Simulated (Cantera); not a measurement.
An isothermal, constant-pressure homogeneous reactor starts with CH2O : O2 : N2 = 0.022 : 0.0086 : 1 (molar parts), equivalence ratio 2.6, at 1398 K and 1.01 bar. Integrator tolerance rtol = 1e-08.

Computed with Cantera and GRI-Mech 3.0 (53 species, 325 reactions).

Question: What does this change do: temperature 1398 to 950 K?

Answer: 
| quantity | before | after |
|---|---|---|
| x(CH2O) at 10.0 s | 7.40e-11 (gas-phase equilibrium 7.39e-11) | 8.34e-11 (gas-phase equilibrium 9.36e-11) |
| x(O2) at 10.0 s | <1e-12 (gas-phase equilibrium <1e-12) | 2.49e-7 (gas-phase equilibrium <1e-12) |
| x(CO2) at 10.0 s | 0.00633 (gas-phase equilibrium 0.00633) | 0.00241 (gas-phase equilibrium 0.00969) |
| x(CH2) at 10.0 s | <1e-12 (gas-phase equilibrium <1e-12) | <1e-12 (gas-phase equilibrium <1e-12) |
| x(CH4) at 10.0 s | 4.74e-12 (gas-phase equilibrium 3.14e-11) | 4.92e-8 (gas-phase equilibrium 7.65e-7) |
| x(OH) at 10.0 s | 1.31e-8 (gas-phase equilibrium 9.05e-9) | 2.07e-10 (gas-phase equilibrium <1e-12) |
Below about 1000 K GRI-Mech 3.0 lacks low-temperature oxidation paths.
